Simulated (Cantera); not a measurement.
An isothermal, constant-pressure homogeneous reactor starts with 0.537 % H₂, 99.5 % O₂, equivalence ratio 0.0027, at 1075 K and 1330 Pa.

Cantera simulation using the H2/O2 subset of GRI-Mech 3.0, which has no nitrogen chemistry; the numbers are that mechanism's predictions, not measurements. Radical loss at walls, strong at low pressure, is not modelled.

One state of this run: x H₂ = 8.23e-8; x O₂ = 0.995; x OH = 2.16e-5; x O = 2.59e-5; x H = 7.89e-8; x H₂O = 0.00537; x HO₂ = 4.84e-8. x: mole fraction; the columns are a selection and need not sum to one.

Task: Which value of t (s) does it belong to?
A) 0.000860
B) 0.739
C) 0.0252
D) 4.00

Result: D, 4.00
